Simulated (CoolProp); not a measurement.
Vapour-liquid equilibrium of CHF3 (R23) (1) + sulfur hexafluoride (2) at 236.4 K; x and y are mole fractions of (1).

Computed with CoolProp (multi-fluid Helmholtz-energy mixture model, Penoncello 2003 and Guder 2009; pair parameters Bell 2016).

Problem. Give the bubble pressure and the first vapour's composition at x = 0.05, 0.2, 0.65. Is there an azeotrope?

Solution. x = 0.05: 478.3 kPa, y = 0.211; x = 0.2: 648.6 kPa, y = 0.463; x = 0.65: 815.4 kPa, y = 0.711. y crosses x between x = 0.8 and 0.95: the model has an azeotrope there.

Pair parameters are fitted to limited data, so mixtures are less certain than the pure fluids.
